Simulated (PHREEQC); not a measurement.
0.5 mol of Cu3(PO4)2:3H2O (Cu3(PO4)2:3H2O) is brought to equilibrium with 1 kg of water, with rising amounts of Na2SO4, at 25 °C. Oxygen is held at 0.21 atm. The system is closed to CO2. Only these solids could form: Cu3(PO4)2:3H2O, Tenorite, Brochantite, Antlerite, Mirabilite, Chalcanthite.

Model: ion-association model, wateq4f.dat, run in PHREEQC.

Predict dissolved Cu (mol/kgw), dissolved P (mol/kgw), Brochantite (mol), H2PO4- (mol/kgw) at Na2SO4 added (mol) = 0.00208, 0.00833, 0.0125, 0.0229.


```tsv
Na2SO4 added (mol)	dissolved Cu (mol/kgw)	dissolved P (mol/kgw)	Brochantite (mol)	H2PO4- (mol/kgw)
0.00208	9.89e-5	0.000487	0.000158	0.000461
0.00833	0.000154	0.000763	0.000248	0.000721
0.0125	0.000177	0.000869	0.000282	0.000819
0.0229	0.000218	0.00105	0.000341	0.000987
```

Complexes and solids missing from the database can't appear. H3PO4, which wateq4f.dat lacks, is added to it with the constant of phreeqc.dat. The database has no phosphate complexes of Cu.
